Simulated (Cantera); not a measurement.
An adiabatic, constant-pressure homogeneous reactor starts with CH4 : O2 : N2 = 1 : 1.43 : 5.37 (molar parts), equivalence ratio 1.4, at 1725 K and 100000 Pa. Integrator tolerance rtol = 1e-08.

Cantera simulation using GRI-Mech 3.0 (53 species, 325 reactions); the numbers are that mechanism's predictions, not measurements.

**Question.** What does this change do: pressure from 100000 Pa to 770000 Pa?

**Answer.** 
```csv
quantity,before,after
time of steepest temperature rise,0.196 ms,38.0 µs
temperature at 1.00 s,2826 K,2973 K
equilibrium temperature,2826 K,2973 K
x(CH4) at 1.00 s,<1e-12 (gas-phase equilibrium <1e-12),3.63e-12 (gas-phase equilibrium 4.27e-12)
x(O2) at 1.00 s,0.00379 (gas-phase equilibrium 0.00379),0.00179 (gas-phase equilibrium 0.00179)
x(C2H6) at 1.00 s,<1e-12 (gas-phase equilibrium <1e-12),<1e-12 (gas-phase equilibrium <1e-12)
x(CH2O) at 1.00 s,2.06e-9 (gas-phase equilibrium 2.06e-9),1.52e-8 (gas-phase equilibrium 1.52e-8)
x(CH2) at 1.00 s,<1e-12 (gas-phase equilibrium <1e-12),5.58e-12 (gas-phase equilibrium 5.92e-12)
x(CH2CO) at 1.00 s,<1e-12 (gas-phase equilibrium <1e-12),<1e-12 (gas-phase equilibrium <1e-12)
x(C2H2) at 1.00 s,<1e-12 (gas-phase equilibrium <1e-12),<1e-12 (gas-phase equilibrium <1e-12)
```
